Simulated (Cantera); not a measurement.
A closed system holds: 1 mol Al, a varied amount of HCl, held at 425 °C and 3.00 Pa.

Equilibrium computed with Cantera from the NASA thermochemical tables; the gas is ideal and each condensed phase is pure. Candidate condensed phases: Al, AlCl3; 12 gas species. The tables' values for AlCl2 are old estimates; treat these amounts as uncertain. Equilibrium is a limit: real reactors are often held back by kinetics, nucleation or transport.

log p: log10 of the partial pressure in bar; n: condensed amount in mol.

```tsv
n(HCl) (mol)	log p H2	log p HCl	log p AlCl3	log p AlCl	log p AlCl2	log p Al2Cl6	n Al(s)
1	-4.75	-10.35	-4.92	-7.02	-7.87	-8.19	[?]
1.5	-4.75	-10.35	-4.92	-7.02	-7.87	-8.19	[?]
2	-4.75	-10.35	-4.92	-7.02	-7.87	-8.19	[?]
2.4	-4.75	-10.35	-4.92	-7.02	-7.87	-8.19	[?]
2.9	-4.75	-10.35	-4.92	-7.02	-7.87	-8.19	[?]
3.3	-4.79	-5.49	-4.97	<-16	-12.80	-8.28	0
3.8	-4.87	-5.14	-5.04	<-16	-13.26	-8.42	0
4.3	-4.93	-4.99	-5.10	<-16	-13.50	-8.54	0
4.7	-4.97	-4.92	-5.15	<-16	-13.64	-8.63	0
```

Problem. Complete the blanks.

Solution. 
- 1, n Al(s): 0.665
- 1.5, n Al(s): 0.497
- 2, n Al(s): 0.330
- 2.4, n Al(s): 0.195
- 2.9, n Al(s): 0.0279
